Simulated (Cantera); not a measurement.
An isothermal, constant-pressure homogeneous reactor starts with CO : O₂ : H₂O : N₂ = 0.011 : 0.0048 : 0.001 : 1 (molar parts), equivalence ratio 1.1, at 1373 K and 3750 Torr.

Computed with Cantera and GRI-Mech 3.0 (53 species, 325 reactions).

x: mole fraction; the columns are a selection and need not sum to one.

```json
[
 {"t (s)": "0.000200", "x CO": "0.0108", "x O₂": "0.00472", "x H₂O": "0.000983", "x H₂": "8.29e-10", "x NO": "<1e-12", "x H": "5.04e-9"},
 {"t (s)": "0.000511", "x CO": "0.0108", "x O₂": "0.00472", "x H₂O": "0.000983", "x H₂": "3.08e-8", "x NO": "<1e-12", "x H": "1.12e-7"},
 {"t (s)": "0.00131", "x CO": "0.0100", "x O₂": "0.00427", "x H₂O": "0.000930", "x H₂": "2.17e-5", "x NO": "3.43e-8", "x H": "3.86e-5"},
 {"t (s)": "0.00334", "x CO": "0.00405", "x O₂": "0.00132", "x H₂O": "0.000893", "x H₂": "4.43e-5", "x NO": "1.56e-6", "x H": "7.05e-5"},
 {"t (s)": "0.00855", "x CO": "0.00165", "x O₂": "0.000159", "x H₂O": "0.000912", "x H₂": "5.05e-5", "x NO": "2.52e-6", "x H": "3.89e-5"},
 {"t (s)": "0.0219", "x CO": "0.00134", "x O₂": "9.33e-6", "x H₂O": "0.000921", "x H₂": "5.99e-5", "x NO": "2.67e-6", "x H": "1.13e-5"},
 {"t (s)": "0.0559", "x CO": "0.00132", "x O₂": "[?]", "x H₂O": "0.000924", "x H₂": "6.21e-5", "x NO": "2.64e-6", "x H": "[?]"},
 {"t (s)": "0.143", "x CO": "0.00132", "x O₂": "1.18e-7", "x H₂O": "0.000925", "x H₂": "6.23e-5", "x NO": "2.59e-6", "x H": "6.38e-7"},
 {"t (s)": "0.366", "x CO": "0.00132", "x O₂": "2.68e-8", "x H₂O": "0.000926", "x H₂": "6.24e-5", "x NO": "2.54e-6", "x H": "2.06e-7"},
 {"t (s)": "0.935", "x CO": "0.00132", "x O₂": "[?]", "x H₂O": "0.000926", "x H₂": "6.23e-5", "x NO": "2.50e-6", "x H": "[?]"},
 {"t (s)": "2.39", "x CO": "0.00132", "x O₂": "1.61e-9", "x H₂O": "0.000926", "x H₂": "6.23e-5", "x NO": "2.45e-6", "x H": "3.72e-8"},
 {"t (s)": "6.12", "x CO": "0.00132", "x O₂": "2.02e-10", "x H₂O": "0.000926", "x H₂": "6.23e-5", "x NO": "2.37e-6", "x H": "2.58e-8"},
 {"t (s)": "15.6", "x CO": "0.00132", "x O₂": "2.22e-11", "x H₂O": "0.000926", "x H₂": "6.23e-5", "x NO": "2.21e-6", "x H": "2.34e-8"},
 {"t (s)": "40.0", "x CO": "0.00132", "x O₂": "1.57e-11", "x H₂O": "0.000926", "x H₂": "6.23e-5", "x NO": "1.92e-6", "x H": "2.08e-8"}
]
```

Q: Fill in the missing entries.

A: 
- 0.0559, x O₂: 7.55e-7
- 0.0559, x H: 2.44e-6
- 0.935, x O₂: 6.93e-9
- 0.935, x H: 7.85e-8
